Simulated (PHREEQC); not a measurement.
Solution (20 °C): 0.018 mol HF and 0.13 mol NH4F per kg of water. Closed to the air; pH follows from the charge balance.

Model: ion-association model, phreeqc.dat, run in PHREEQC.

| quantity | before | after |
|---|---|---|
| pH | 4.00 | 2.48 |
| ionic strength (mol/kgw) | 0.130 | 0.00352 |
| F- (mol/kgw) | 0.124 | 0.00335 |
| HF (mol/kgw) | 0.0123 | 0.0143 |
| HF2- (mol/kgw) | 0.00560 | 0.000176 |

Task: What was changed between the two runs?
A. HF from 0.018 to 0.036 mol/kgw
B. HF from 0.018 to 0.0162 mol/kgw
C. NH4F from 0.13 to 0.26 mol/kgw
D. NH4F left out
E. temperature from 20 to 70 °C

Result: D, NH4F left out

No solid was allowed to form.
